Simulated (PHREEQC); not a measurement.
Consider water at 15 °C and 500 atm with 1.9 mmol/kgw CuSO4, 0.079 mmol/kgw ZnCl2 and 4.7 mmol/kgw H2SO4. Closed to the air; pH follows from the charge balance.

Equilibrium calculation in PHREEQC: ion-association model, phreeqc.dat.

Question: The ionic strength comes out as 0.0182 mol/kgw. What activity coefficients do H+, Cu+2, SO4-2, HSO4-, Cl- get?

Answer: H+ 0.90, Cu+2 0.62, SO4-2 0.61, HSO4- 0.88, Cl- 0.88.

This is a speciation only: nothing precipitates in the calculation. Complexes and solids missing from the database can't appear. Under pressure, the constants of complexes without a molar volume in the database are unreliable.
